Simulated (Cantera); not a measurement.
# Adiabatic ignition

An adiabatic, constant-pressure homogeneous reactor starts with CH4 : O2 : N2 : H2O = 1 : 4.26 : 16 : 4.1 (molar parts), equivalence ratio 0.47, at 1450 K and 0.553 atm.

Detailed kinetics in Cantera: GRI-Mech 3.0 (53 species, 325 reactions).

| t (s) | T (K) | x CH4 | x O2 | x H2O | x HCO | x N2O | x CH2CO |
|---|---|---|---|---|---|---|---|
| 1.00e-6 | 1450 | 0.0394 | 0.168 | 0.162 | <1e-12 | <1e-12 | <1e-12 |
| 3.62e-6 | 1450 | 0.0394 | 0.168 | 0.162 | <1e-12 | <1e-12 | <1e-12 |
| 1.31e-5 | 1450 | 0.0394 | 0.168 | 0.162 | <1e-12 | <1e-12 | <1e-12 |
| 4.73e-5 | 1450 | 0.0394 | 0.168 | 0.162 | <1e-12 | 1.44e-12 | <1e-12 |
| 0.000171 | 1450 | 0.0394 | 0.168 | 0.162 | 6.94e-12 | 1.36e-11 | <1e-12 |
| 0.000618 | 1450 | 0.0394 | 0.168 | 0.162 | 3.31e-10 | 1.05e-10 | 2.22e-10 |
| 0.00224 | 1458 | 0.0373 | 0.167 | 0.163 | 6.32e-8 | 1.62e-9 | 2.36e-6 |
| 0.00809 | 2189 | <1e-12 | 0.0877 | 0.235 | 3.15e-11 | 2.43e-7 | <1e-12 |
| 0.0292 | 2189 | <1e-12 | 0.0875 | 0.235 | 3.13e-11 | 2.42e-7 | <1e-12 |
| 0.106 | 2187 | <1e-12 | 0.0871 | 0.235 | 3.07e-11 | 2.42e-7 | <1e-12 |
| 0.382 | 2183 | <1e-12 | 0.0858 | 0.235 | 2.91e-11 | 2.44e-7 | <1e-12 |
| 1.38 | 2178 | <1e-12 | 0.0845 | 0.235 | 2.76e-11 | 2.52e-7 | <1e-12 |
| 5.00 | 2178 | <1e-12 | 0.0844 | 0.235 | 2.75e-11 | 2.52e-7 | <1e-12 |
x: mole fraction; the columns are a selection and need not sum to one.

- time of steepest temperature rise: 3.05 ms
- temperature at 5.00 s: 2178 K
- equilibrium temperature: 2178 K
- x(CH4) at 5.00 s: <1e-12 (gas-phase equilibrium <1e-12)
- x(O2) at 5.00 s: 0.0844 (gas-phase equilibrium 0.0844)
- x(H2O) at 5.00 s: 0.235 (gas-phase equilibrium 0.235)
